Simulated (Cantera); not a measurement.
An isothermal, constant-pressure homogeneous reactor starts with H2 : O2 : N2 : H2O = 0.34 : 1 : 0.8 : 0.14 (molar parts), equivalence ratio 0.17, at 975 K and 0.661 atm.

Model: GRI-Mech 3.0 (53 species, 325 reactions), integrated in Cantera. The temperature is held fixed by assumption; the heat of reaction is taken as removed at once.

One state of this run: x H2 = 0.0870; x O2 = 0.419; x H = 1.22e-6; x HO2 = 0.000122; x OH = 6.65e-7; x NO = 1.20e-9. x: mole fraction; the columns are a selection and need not sum to one.

Problem. Which value of t (s) does it belong to?
A) 0.00565
B) 0.00130
C) 0.000625
D) 2.00

Solution. A, 0.00565
